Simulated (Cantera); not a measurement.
A closed system holds: 1 mol B, 1.3 mol N₂, equilibrated at 2398 K and 12.0 mbar.

Method: chemical equilibrium by Gibbs-energy minimisation in Cantera with the NASA 1993 tables (ideal gas, pure condensed phases). Candidate condensed phases: B, BN; 5 gas species. The numbers say what is thermodynamically allowed, not how fast it happens.

Base state: N₂ 0.997, B 0.00260, BN 0.000131 (mole fractions); condensed: B(l).

Problem. What changes in the equilibrium state with this change: B replaced by B₂O₃?

Solution. 
| species | before | after |
|---|---|---|
| N₂ | 0.997 | 0.539 |
| B₂O₃ | 0 | 0.372 |
| BO | 0 | 0.0443 |
| BO₂ | 0 | 0.0395 |
| O | 0 | 0.00188 |
| B₂O₂ | 0 | 0.00145 |
| NO | 0 | 0.000826 |
| O₂ | 0 | 0.000576 |
| B | 0.00260 | 1.27e-8 |
| B(l), mol | 0.996 | 0 |
Further candidate phases: B₂O₃.

Problem. What changes in the equilibrium state with this change: temperature from 2398 K to 1123.15 K?

Solution. 
| species | before | after |
|---|---|---|
| N₂ | 0.997 | 1.00 |
| B | 0.00260 | <1e-9 |
| BN | 0.000131 | <1e-9 |
| B(l), mol | 0.996 | 0 |
| BN(s), mol | 0 | 1.00 |
N₂ is the only nitrogen source here; it is nearly inert below about 1500 K, so the nitride shown seldom forms there in practice.

Problem. What changes in the equilibrium state with this change: temperature from 2398 K to 1375 K?

Solution. 
```tsv
species	before	after
N₂	0.997	1.00
B	0.00260	<1e-9
BN	0.000131	<1e-9
B(l), mol	0.996	0
BN(s), mol	0	1.00
```
N₂ is the only nitrogen source here; it is nearly inert below about 1500 K, so the nitride shown seldom forms there in practice.
